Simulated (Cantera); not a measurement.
Cantera run, input and output.

```python
import numpy as np
import cantera as ct

surf = ct.Interface("ptcombust.yaml", "Pt_surf")
gas = surf.adjacent["gas"]
gas.TPX = 300, 12000, {'H2': 0.026, 'O2': 0.074, 'N2': 0.79}
jet = ct.ImpingingJet(gas=gas, width=0.038, surface=surf)
jet.inlet.mdot, jet.inlet.T, jet.inlet.X = 0.14, 300, {'H2': 0.026, 'O2': 0.074, 'N2': 0.79}
jet.set_refine_criteria(ratio=10, slope=0.2, curve=0.3)
show, cover = ['H2', 'O2', 'H2O', 'OH'], ["PT(S)", "H(S)", "O(S)", "OH(S)", "CO(S)", "C(S)"]

rows = []
print(f"{'Ts/K':>7s}" + "".join(f"{s:>11s}" for s in show + cover) + "   (gas at the wall, coverages)")
for i, Ts in enumerate([700, 750, 800, 850, 900, 950, 1000, 1050]):
    jet.surface.T = Ts
    if i == 0:
        surf.TP = Ts, 12000
        surf.coverages = "PT(S):0.5, O(S):0.5"
        surf.advance_coverages(1.0)
        jet.set_initial_guess(products="inlet")
    jet.solve(loglevel=0, auto=(i == 0))
    rows.append([*(jet.X[gas.species_index(s), -1] for s in show), *surf[cover].coverages])
    print(f"{Ts:7g}" + "".join(f"{x:11.3e}" for x in rows[-1]))
```

Output:

```
   Ts/K         H2         O2        H2O         OH      PT(S)       H(S)       O(S)      OH(S)      CO(S)       C(S)   (gas at the wall, coverages)
    700  2.576e-03  5.472e-02  5.114e-02  1.071e-10  8.807e-02  8.230e-09  9.076e-01  4.370e-03 -3.061e-28 -2.316e-31
    750  2.377e-03  5.457e-02  5.125e-02  6.875e-10  9.981e-02  1.509e-08  8.968e-01  3.364e-03  1.018e-19  3.507e-27
    800  1.959e-03  5.418e-02  5.181e-02  3.282e-09  1.272e-01  3.230e-08  8.700e-01  2.826e-03  7.517e-24  2.813e-31
    850  1.517e-03  5.376e-02  5.244e-02  1.237e-08  1.723e-01  7.438e-08  8.252e-01  2.501e-03  1.606e-20  2.359e-32
    900  1.190e-03  5.346e-02  5.287e-02  3.909e-08  2.293e-01  1.628e-07  7.685e-01  2.230e-03  3.508e-17  6.477e-25
    950  9.671e-04  5.325e-02  5.313e-02  1.079e-07  2.934e-01  3.286e-07  7.046e-01  1.975e-03  2.341e-19  9.032e-25
   1000  8.149e-04  5.312e-02  5.326e-02  2.696e-07  3.602e-01  6.092e-07  6.381e-01  1.734e-03 -4.244e-20  7.549e-25
   1050  7.218e-04  5.265e-02  5.379e-02  6.154e-07  4.286e-01  1.065e-06  5.699e-01  1.520e-03 -1.980e-20  4.995e-26
```

Model: Deutschmann's 1995 Pt surface mechanism with GRI-Mech 3.0 gas chemistry, integrated in Cantera. Catalytic surfaces can have several steady states; this one follows from the mechanism file's or the stated starting coverage.
